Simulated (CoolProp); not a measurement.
Properties of vinyl chloride along the isotherm 430 K.

Model: reference Helmholtz-energy equation of state, Thol 2022, in CoolProp.

| p (MPa) | phase | density (kg/m³) | cp (kJ/(kg K)) | speed of sound (m/s) | Joule-Thomson coefficient (K/MPa) | fugacity coefficient |
|---|---|---|---|---|---|---|
| 0.646 | gas | 11.73 | 1.123 | 248.2 | 9.871 | 0.9642 |
| 1.29 | gas | 24.42 | 1.164 | 240.7 | 10.34 | 0.9287 |
| 1.94 | gas | 38.51 | 1.220 | 232.4 | 10.89 | 0.8930 |
| 2.58 | gas | 54.05 | 1.295 | 223.6 | 11.50 | 0.8578 |
| 3.23 | gas | 72.17 | 1.405 | 213.7 | 12.21 | 0.8219 |
| 3.88 | gas | 93.80 | 1.580 | 202.8 | 12.99 | 0.7857 |
| 4.52 | gas | 120.7 | 1.896 | 191.0 | 13.78 | 0.7495 |
| 5.17 | gas | 159.6 | 2.658 | 177.8 | 14.36 | 0.7116 |
| 5.82 | supercritical | 239.3 | 7.251 | 161.9 | 13.63 | 0.6711 |
| 6.46 | supercritical | 482.2 | 5.794 | 200.1 | 5.292 | 0.6236 |
| 7.11 | supercritical | 532.3 | 3.518 | 245.5 | 3.362 | 0.5793 |
| 7.75 | supercritical | 559.0 | 2.919 | 276.8 | 2.547 | 0.5425 |
| 8.4 | supercritical | 578.2 | 2.618 | 302.3 | 2.055 | 0.5106 |

The peak of cp marks the crossing from liquid-like to gas-like fluid above the critical point.
